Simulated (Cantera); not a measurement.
A Cantera script and its output.

```python
import numpy as np
import cantera as ct

gas = ct.Solution("gri30.yaml")
gas.TPX = 1775, 500000, {'C3H8': 1, 'O2': 3.33, 'N2': 12.5}
reactor = ct.IdealGasConstPressureReactor(gas, energy="on", clone=False)
net = ct.ReactorNet([reactor])
net.rtol, net.atol = 1e-08, 1e-16
show = ['C3H8', 'O2', 'C2H', 'CH4', 'H', 'C2H2', 'H2O2']
times = np.geomspace(1e-06, 0.2, 11)

steps = ct.SolutionArray(gas, extra=["t"])
rows = []
print(f"{'t/s':>10s}{'T/K':>9s}{'P/Pa':>11s}" + "".join(f"{s:>11s}" for s in show))
for t in times:
    while net.time < t:
        t_next = net.step()
        steps.append(gas.state, t=t_next)
    rows.append([np.interp(t, steps.t, y) for y in (steps.T, steps.P, *steps(*show).X.T)])
    print(f"{t:10.3e}{rows[-1][0]:9.1f}{rows[-1][1]:11.4g}" + "".join(f"{x:11.3e}" for x in rows[-1][2:]))
rate = np.gradient(steps.T, steps.t)
print("integrator steps:", len(steps.t))
if steps.T.max() > steps.T[0] + 200:
    print(f"time of steepest temperature rise: {steps.t[rate.argmax()]:.4e} s")
gas.TPX = 1775, 500000, {'C3H8': 1, 'O2': 3.33, 'N2': 12.5}
gas.equilibrate("HP")
print(f"equilibrium (HP): T = {gas.T:.1f} K  " + "  ".join(f"{s} {gas[s].X[0]:.3e}" for s in show))
```

Result:

```
       t/s      T/K       P/Pa       C3H8         O2        C2H        CH4          H       C2H2       H2O2
 1.000e-06   1738.3      5e+05  4.526e-02  1.909e-01  6.174e-09  9.364e-04  1.190e-04  5.014e-05  2.214e-05
 3.389e-06   1919.3      5e+05  4.002e-03  1.364e-01  3.527e-06  8.448e-03  1.096e-03  3.711e-03  5.163e-05
 1.149e-05   2907.8      5e+05  2.033e-36  3.429e-03  2.855e-16  8.572e-13  2.403e-02  4.612e-15  2.450e-07
 3.893e-05   2996.4      5e+05  2.607e-35  2.150e-03  8.177e-16  2.247e-12  1.760e-02  1.566e-14  2.291e-07
 1.320e-04   2996.6      5e+05  3.767e-35  1.925e-03  8.997e-16  2.587e-12  1.695e-02  1.808e-14  2.167e-07
 4.472e-04   2991.7      5e+05  4.163e-35  1.824e-03  9.059e-16  2.696e-12  1.680e-02  1.867e-14  2.089e-07
 1.516e-03   2991.5      5e+05  4.181e-35  1.820e-03  9.061e-16  2.701e-12  1.679e-02  1.869e-14  2.085e-07
 5.137e-03   2991.5      5e+05  4.181e-35  1.820e-03  9.061e-16  2.701e-12  1.679e-02  1.869e-14  2.085e-07
 1.741e-02   2991.5      5e+05  4.181e-35  1.820e-03  9.061e-16  2.701e-12  1.679e-02  1.869e-14  2.085e-07
 5.901e-02   2991.5      5e+05  4.181e-35  1.820e-03  9.061e-16  2.701e-12  1.679e-02  1.869e-14  2.085e-07
 2.000e-01   2991.5      5e+05  4.181e-35  1.820e-03  9.061e-16  2.701e-12  1.679e-02  1.869e-14  2.085e-07
integrator steps: 1606
time of steepest temperature rise: 4.5565e-06 s
equilibrium (HP): T = 2991.5 K  C3H8 6.279e-35  O2 1.820e-03  C2H 9.591e-16  CH4 3.185e-12  H 1.679e-02  C2H2 1.979e-14  H2O2 2.085e-07
```

Computed with Cantera and GRI-Mech 3.0 (53 species, 325 reactions). GRI-Mech 3.0 was tuned for natural gas; its chemistry of propane as a main component is partial and can be far from experiment.
